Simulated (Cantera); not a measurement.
## CuO + F2 + H2 (oxide etching and cleaning by halides)

A closed system holds: 1 mol CuO, 7 mol F2, 9.1 mol H2, at 1325 °C and 930 Pa.

These are equilibrium values from Cantera (NASA tables, ideal gas, pure condensed phases), not measurements of a reactor. Candidate condensed phases: Cu, CuF2, CuO, Cu(OH)2, Cu2O, H2O; 27 gas species. Kinetics and transport are ignored.

| Item | Result |
|---|---|
| x(HF) | 0.864 |
| x(H2) | 0.0686 |
| x(H2O) | 0.0618 |
| x(Cu) | 0.00416 |
| x(CuF) | 0.00141 |
| x(H) | 0.000145 |
| x(OH) | 5.08e-6 |
| x(Cu2) | 2.95e-6 |
| n(Cu(l)) | 0.910 mol |
| gas amount | 16.18 mol |
| log10 activity of CuF2(l) (absent) | -8.42 |
